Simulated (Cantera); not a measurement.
Standard-state values (1 bar) from the NASA 1993 polynomials, evaluated with Cantera. Values are per mole of reaction as written; species without (g) are pure solids or liquids, kept so even where they would boil at 1 bar.

a) 2 H₂(g) + O₂(g) = 2 H₂O(g)
b) Zr + O₂(g) = ZrO₂(g)
c) Nb + O₂(g) = NbO₂

Task: Order these by ΔG° at 2600 K, most negative first.

Result: c (-378 kJ), b (-327 kJ), a (-201 kJ)
